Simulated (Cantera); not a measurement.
Gas mixture: 100 % N2O, at 34000 Pa, frozen composition.

Cantera's kinetic-theory transport with the Lennard-Jones parameters of GRI-Mech 3.0, ideal gas; thermal conductivity in the mixture-averaged form. The composition is frozen, though it would react at the higher temperatures.

D: mixture-averaged diffusion coefficient of that species in the mixture.

```
T (K)  ρ (kg/m³)  cp (J/kg/K)  μ (µPa s)  λ (mW/m/K)     Pr  D (cm²/s) N2  D (cm²/s) H  D (cm²/s) H2
-----  ---------  -----------  ---------  ----------  -----  ------------  -----------  ------------
400        0.450        970.3       19.5        25.5  0.741    (withheld)         4.95          3.21
500        0.360         1043       23.6        33.2  0.740    (withheld)         7.40          4.71
600        0.300         1101       27.3        40.7  0.739    (withheld)         10.2          6.41
700        0.257         1150       30.8        47.9  0.739    (withheld)         13.4          8.31
800        0.225         1192       34.0        54.9  0.739    (withheld)         16.8          10.4
900        0.200         1227       37.1        61.5  0.740    (withheld)         20.6          12.7
1000       0.180         1255       40.0        68.0  0.739    (withheld)         24.7          15.1
1100       0.164         1275       42.8        74.1  0.736    (withheld)         29.0          17.7
```

Problem. Some entries are withheld; supply them.

Solution. 
- 400, D (cm²/s) N2: 0.786
- 500, D (cm²/s) N2: 1.17
- 600, D (cm²/s) N2: 1.60
- 700, D (cm²/s) N2: 2.09
- 800, D (cm²/s) N2: 2.62
- 900, D (cm²/s) N2: 3.20
- 1000, D (cm²/s) N2: 3.83
- 1100, D (cm²/s) N2: 4.49
